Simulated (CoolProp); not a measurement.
Vapour-liquid equilibrium of propylene (1) + 1-butene (2) at 1550 kPa; x and y are mole fractions of (1).

Values from CoolProp's multi-fluid Helmholtz-energy mixture model, Lemmon 2013 and Lemmon 2005; pair parameters Bell 2016.

```tsv
x	bubble temperature, mixture model (K)	bubble temperature, Raoult's law (K)	y, mixture model	y, Raoult's law
0.05	362.0	361.0	0.098	0.139
0.125	356.5	354.4	0.232	0.307
0.2	351.3	348.6	0.352	0.441
0.275	346.3	343.4	0.457	0.549
0.35	341.6	338.6	0.550	0.637
0.425	337.1	334.3	0.631	0.710
0.5	333.0	330.3	0.702	0.770
0.575	329.0	326.7	0.764	0.821
0.65	325.3	323.3	0.818	0.865
0.725	321.8	320.2	0.866	0.902
0.8	318.5	317.3	0.909	0.934
0.875	315.3	314.6	0.946	0.962
0.95	312.4	312.1	0.980	0.986
```

The largest gap from Raoult's law is +3.0 K in bubble temperature, at x = 0.35. No azeotrope shows between x = 0.05 and 0.95.

Pair parameters are fitted to limited data, so mixtures are less certain than the pure fluids.
